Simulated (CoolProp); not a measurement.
Vapour-liquid equilibrium of R134a (1) + R1234ze(E) (2) at 0.00126 MPa; x and y are mole fractions of (1).

The numbers come from the multi-fluid Helmholtz-energy mixture model, Tillner-Roth 1994 and Thol 2016; pair parameters Bell 2022 in CoolProp.

```json
[
 {"x": "0.05", "bubble temperature, mixture model (K)": "184.8", "bubble temperature, Raoult's law (K)": "185.1", "y, mixture model": "0.101", "y, Raoult's law": "0.073"},
 {"x": "0.125", "bubble temperature, mixture model (K)": "184.1", "bubble temperature, Raoult's law (K)": "184.8", "y, mixture model": "0.222", "y, Raoult's law": "0.176"},
 {"x": "0.2", "bubble temperature, mixture model (K)": "183.5", "bubble temperature, Raoult's law (K)": "184.4", "y, mixture model": "0.318", "y, Raoult's law": "0.272"},
 {"x": "0.275", "bubble temperature, mixture model (K)": "183.0", "bubble temperature, Raoult's law (K)": "184.0", "y, mixture model": "0.399", "y, Raoult's law": "0.362"},
 {"x": "0.35", "bubble temperature, mixture model (K)": "182.7", "bubble temperature, Raoult's law (K)": "183.7", "y, mixture model": "0.469", "y, Raoult's law": "0.446"},
 {"x": "0.425", "bubble temperature, mixture model (K)": "182.4", "bubble temperature, Raoult's law (K)": "183.4", "y, mixture model": "0.533", "y, Raoult's law": "0.525"},
 {"x": "0.5", "bubble temperature, mixture model (K)": "182.1", "bubble temperature, Raoult's law (K)": "183.1", "y, mixture model": "0.593", "y, Raoult's law": "0.599"},
 {"x": "0.575", "bubble temperature, mixture model (K)": "181.9", "bubble temperature, Raoult's law (K)": "182.7", "y, mixture model": "0.652", "y, Raoult's law": "0.670"},
 {"x": "0.65", "bubble temperature, mixture model (K)": "181.7", "bubble temperature, Raoult's law (K)": "182.4", "y, mixture model": "0.709", "y, Raoult's law": "0.736"},
 {"x": "0.725", "bubble temperature, mixture model (K)": "181.5", "bubble temperature, Raoult's law (K)": "182.2", "y, mixture model": "0.768", "y, Raoult's law": "0.798"},
 {"x": "0.8", "bubble temperature, mixture model (K)": "181.4", "bubble temperature, Raoult's law (K)": "181.9", "y, mixture model": "0.828", "y, Raoult's law": "0.857"},
 {"x": "0.875", "bubble temperature, mixture model (K)": "181.3", "bubble temperature, Raoult's law (K)": "181.6", "y, mixture model": "0.890", "y, Raoult's law": "0.913"},
 {"x": "0.95", "bubble temperature, mixture model (K)": "181.2", "bubble temperature, Raoult's law (K)": "181.3", "y, mixture model": "0.955", "y, Raoult's law": "0.966"}
]
```

The largest gap from Raoult's law is -1.0 K in bubble temperature, at x = 0.35. No azeotrope shows between x = 0.05 and 0.95.

Pair parameters are fitted to limited data, so mixtures are less certain than the pure fluids.
